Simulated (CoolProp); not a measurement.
Values from CoolProp's reference Helmholtz-energy equation of state, Wagner 2002.

Problem. Give the vapour pressure (bar), liquid density (kg/m³), enthalpy of vaporisation (kJ/kg), vapour Z of saturated water at 417.2 K.

Solution. 
| T (K) | p (bar) | liquid density (kg/m³) | enthalpy of vaporisation (kJ/kg) | vapour Z |
|---|---|---|---|---|
| 417.2 | 4.05 | 922 | 2130 | 0.961 |
